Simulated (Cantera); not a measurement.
An isothermal, constant-pressure homogeneous reactor starts with H2 : O2 = 0.028 : 1 (molar parts), equivalence ratio 0.014, at 1125 K and 1900 Pa.

Detailed kinetics in Cantera: the H2/O2 subset of GRI-Mech 3.0, which has no nitrogen chemistry. Radical loss at walls, strong at low pressure, is not modelled.

One state of this run: x H2 = 1.22e-8; x O2 = 0.972; x H2O2 = 8.21e-10; x H = 8.59e-10; x H2O = 0.0276; x HO2 = 4.45e-9; x O = 8.09e-7. x: mole fraction; the columns are a selection and need not sum to one.

Q: Which value of t (s) does it belong to?
A. 0.0105
B. 9.00e-6
C. 12.3
D. 3.80

A: C, 12.3
